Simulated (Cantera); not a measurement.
Input: 1 mol Si3N4, 0.0022 mol H2O, 6.5 mol H2, at 1.33 mbar.

Method: chemical equilibrium by Gibbs-energy minimisation in Cantera with the NASA 1993 tables (ideal gas, pure condensed phases). Candidate condensed phases: H2O, Si, SiO2, Si2N2O, Si3N4; 35 gas species. Mutual solubility and eutectic melting of coexisting phases are not modelled. Gases not in the tables: Si2H6 and higher silanes. Equilibrium is a limit: real reactors are often held back by kinetics, nucleation or transport.

Task: Which condensed phases are stable at each of these points (T (K)): 1023, 1123, 1223, 1323, 1423, 1523, 1623, 1723, 1823, 1923, 2023, 2123, 2223?

Result: 
```json
[
 {"T (K)": "1023", "condensed phases": "Si2N2O(s) + Si3N4(s)", "Si condensed (%)": "100.0"},
 {"T (K)": "1123", "condensed phases": "Si2N2O(s) + Si3N4(s)", "Si condensed (%)": "100.0"},
 {"T (K)": "1223", "condensed phases": "Si2N2O(s) + Si3N4(s)", "Si condensed (%)": "100.0"},
 {"T (K)": "1323", "condensed phases": "Si(s) + Si2N2O(s) + Si3N4(s)", "Si condensed (%)": "100.0"},
 {"T (K)": "1423", "condensed phases": "Si(s) + Si2N2O(s) + Si3N4(s)", "Si condensed (%)": "100.0"},
 {"T (K)": "1523", "condensed phases": "Si(s) + Si3N4(s)", "Si condensed (%)": "99.9"},
 {"T (K)": "1623", "condensed phases": "Si(s)", "Si condensed (%)": "99.9"},
 {"T (K)": "1723", "condensed phases": "Si(l)", "Si condensed (%)": "99.7"},
 {"T (K)": "1823", "condensed phases": "Si(l)", "Si condensed (%)": "98.9"},
 {"T (K)": "1923", "condensed phases": "Si(l)", "Si condensed (%)": "96.0"},
 {"T (K)": "2023", "condensed phases": "Si(l)", "Si condensed (%)": "86.1"},
 {"T (K)": "2123", "condensed phases": "Si(l)", "Si condensed (%)": "53.7"},
 {"T (K)": "2223", "condensed phases": "gas only", "Si condensed (%)": "0.0"}
]
```

From 1023 K to 1223 K the condensed part is Si2N2O(s) + Si3N4(s). From 1323 K to 1423 K the condensed part is Si(s) + Si2N2O(s) + Si3N4(s). At 1523 K the condensed part is Si(s) + Si3N4(s). At 1623 K the condensed part is Si(s). From 1723 K to 2123 K the condensed part is Si(l). At 2223 K nothing is condensed.
